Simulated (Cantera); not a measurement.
Low-pressure radical oxidation in H2/O2

A perfectly stirred reactor is fed with 2.77 % H2, 64.4 % O2, 32.8 % N2, equivalence ratio 0.021, at 0.0267 bar; it is held at 1050 K, and followed from long to short residence time.

Detailed kinetics in Cantera: GRI-Mech 3.0 (53 species, 325 reactions). Radical loss at walls, strong at low pressure, is not modelled.

```
τ (s)       x H2   x O2     x NO       x H   x H2O2      x OH
------  --------  -----  -------  --------  -------  --------
0.56    0.000263  0.638  1.05e-8   7.21e-5  1.06e-7  0.000298
0.35    0.000342  0.638  1.29e-8  0.000113  1.16e-7  0.000356
0.22    0.000443  0.638  1.59e-8  0.000177  1.28e-7  0.000424
0.13    0.000595  0.637  2.01e-8  0.000289  1.42e-7  0.000519
0.084   0.000761  0.637  2.41e-8  0.000431  1.56e-7  0.000614
0.052   0.001000  0.636  2.87e-8  0.000659  1.72e-7  0.000737
0.032    0.00132  0.635  3.31e-8  0.000992  1.90e-7  0.000884
0.020    0.00174  0.634  3.63e-8   0.00144  2.10e-7   0.00105
0.013    0.00225  0.634  3.74e-8   0.00196  2.30e-7   0.00122
0.0078   0.00308  0.633  3.57e-8   0.00270  2.56e-7   0.00143
0.0049   0.00412  0.632  3.09e-8   0.00341  2.83e-7   0.00164
```
x: mole fraction; the columns are a selection and need not sum to one.
